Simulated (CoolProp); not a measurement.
c-C4F8 (RC318) along the isotherm 393.7 K: Z from the reference equation and from simpler models built on Tc = 388.4 K, pc = 2.778 MPa, ω = 0.355; each cubic takes its own stable root.

The numbers come from the reference Helmholtz-energy equation of state, Platzer 1990 in CoolProp. This equation is an older, rougher fit; its heat capacities, sound speeds and derivatives of the liquid may be far off and weren't checked against measurements.

| p (MPa) | phase | reference | Soave-Redlich-Kwong | Peng-Robinson |
|---|---|---|---|---|
| 2.14 | gas | 0.6839 | 0.6857 | 0.6605 |
| 4.27 | supercritical | 0.2641 | 0.3084 | 0.2794 |
| 6.41 | supercritical | 0.3562 | 0.3962 | 0.3571 |
| 8.55 | supercritical | 0.4506 | 0.4881 | 0.4393 |
| 10.7 | supercritical | 0.5441 | 0.5789 | 0.5206 |
| 12.8 | supercritical | 0.6337 | 0.6655 | 0.5984 |
| 15 | supercritical | 0.7259 | 0.7544 | 0.6782 |
| 17.1 | supercritical | 0.8126 | 0.8376 | 0.7531 |
| 19.2 | supercritical | 0.8981 | 0.9196 | 0.8268 |
| 21.4 | supercritical | 0.9864 | 1.004 | 0.9030 |
| 23.5 | supercritical | 1.070 | 1.084 | 0.9748 |
| 25.6 | supercritical | 1.152 | 1.163 | 1.046 |
| 27.8 | supercritical | 1.238 | 1.244 | 1.120 |
